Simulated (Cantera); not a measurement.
Feed: 1 mol Ta₂O₅, 2.4 mol CO.

These are equilibrium values from Cantera (NASA tables, ideal gas, pure condensed phases), not measurements of a reactor. Candidate condensed phases: C, Ta, TaC, Ta₂O₅; 15 gas species. Mutual solubility and eutectic melting of coexisting phases are not modelled. TaC: taken at fixed stoichiometry. Condensed phases not in the tables: Ta₂C. Rates play no part.

Q: What condenses at these points (T in °C, P in Pa): (927, 77000); (627, 10); (627, 22000); (1677, 130); (1227, 130); (777, 36)?

A: 
```
T (°C)  P in Pa  condensed phases  Ta condensed (%)
------  -------  ----------------  ----------------
927       77000         C + Ta₂O₅             100.0
627          10         C + Ta₂O₅             100.0
627       22000         C + Ta₂O₅             100.0
1677        130             Ta₂O₅             100.0
1227        130       TaC + Ta₂O₅             100.0
777          36             Ta₂O₅             100.0
```
